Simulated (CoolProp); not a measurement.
Vapour-liquid equilibrium of CHF3 (R23) (1) + isopentane (2) at 260.7 K; x and y are mole fractions of (1).

The numbers come from the multi-fluid Helmholtz-energy mixture model, Penoncello 2003 and Lemmon 2006; pair parameters Bell 2016 in CoolProp.

**Question.** Give the bubble pressure and the first vapour's composition at x = 0.35, 0.575, 0.65. Is there an azeotrope?

**Answer.** x = 0.35: 13.11 bar, y = 0.980; x = 0.575: 14.05 bar, y = 0.981; x = 0.65: 14.12 bar, y = 0.982. No azeotrope shows between x = 0.05 and 0.95.

The pair parameters rest on a limited set of measurements; away from them the model extrapolates. The gap from Raoult's law changes sign with composition, which may be real or a fault of the pair parameters; it wasn't checked against measurements. With so large a gap from Raoult's law the liquid may split in two, which this calculation doesn't test in full.
